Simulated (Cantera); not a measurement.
What does this Cantera script print?

```python
import numpy as np
import cantera as ct

gas_names = """
    O2 CL2
""".split()
cond_names = """
    Ca(L) CaCL2(L) CaO(s)
""".split()


def load(file, names, dense=False):
    # The tables refer to 1 bar. Condensed volumes are neglected.
    table = {s.name: s for s in ct.Species.list_from_file(file)}
    out = []
    for n in names:
        d = dict(table[n].input_data)
        d["thermo"] = dict(d["thermo"], **{"reference-pressure": 1e5})
        if dense:
            d["equation-of-state"] = {"model": "constant-volume", "density": "1e6 g/cm^3"}
        out.append(ct.Species.from_dict(d))
    return out


species = {s.name: s for s in load("nasa_gas.yaml", gas_names) + load("nasa_condensed.yaml", cond_names)}
T = 1525
g = {n: (s.thermo.h(T) - T * s.thermo.s(T)) / (ct.gas_constant * T * np.log(10)) for n, s in species.items()}
valid = cond_names  # the entries whose range holds T


def stable(la, lb):
    # potentials (over RT ln 10) of the two non-metals from log10 p(O2) and log10 p(CL2) in bar
    mu = {}
    mu["O"] = (g["O2"] + la) / 2
    mu["Cl"] = (g["CL2"] + lb) / 2
    cost = {}
    for n in valid:
        c = species[n].composition
        cost[n] = (g[n] - sum(c.get(e, 0) * m for e, m in mu.items())) / c["Ca"]
    return min(cost, key=cost.get)


results = []
for lb in [0, -1.2, -2.4, -3.7, -4.9, -6.1, -7.3, -8.6, -9.8, -11]:
    row = [stable(la, lb) for la in [-20, -19.1, -18.2, -17.3, -16.4, -15.5, -14.5, -13.6, -12.7, -11.8, -10.9, -10, -9.1, -8.2, -7.3, -6.4, -5.5, -4.5, -3.6, -2.7, -1.8, -0.9, 0]]
    results.append(row)
    print(f"{lb:6.1f}  " + " ".join(f"{valid.index(n):x}" for n in row))
print("key: " + ", ".join(f"{i:x} {n}" for i, n in enumerate(valid)))
```

Result:

```
   0.0  1 1 1 1 1 1 1 1 1 1 1 1 1 1 1 1 1 1 1 1 1 1 1
  -1.2  1 1 1 1 1 1 1 1 1 1 1 1 1 1 1 1 1 1 1 1 1 1 1
  -2.4  1 1 1 1 1 1 1 1 1 1 1 1 1 1 1 1 1 1 1 1 1 1 1
  -3.7  1 1 1 1 1 1 1 1 1 1 1 1 1 1 1 1 1 1 1 1 1 1 2
  -4.9  1 1 1 1 1 1 1 1 1 1 1 1 1 1 1 1 1 1 1 1 2 2 2
  -6.1  1 1 1 1 1 1 1 1 1 1 1 1 1 1 1 1 1 2 2 2 2 2 2
  -7.3  1 1 1 1 1 1 1 1 1 1 1 1 1 1 2 2 2 2 2 2 2 2 2
  -8.6  1 1 1 1 1 1 1 1 1 1 1 2 2 2 2 2 2 2 2 2 2 2 2
  -9.8  1 1 1 1 1 1 1 1 1 2 2 2 2 2 2 2 2 2 2 2 2 2 2
 -11.0  1 1 1 1 1 1 2 2 2 2 2 2 2 2 2 2 2 2 2 2 2 2 2
key: 0 Ca(L), 1 CaCL2(L), 2 CaO(s)
```

Standard-state values (1 bar) from the NASA 1993 polynomials, evaluated with Cantera. Not in the tables: oxide halides.
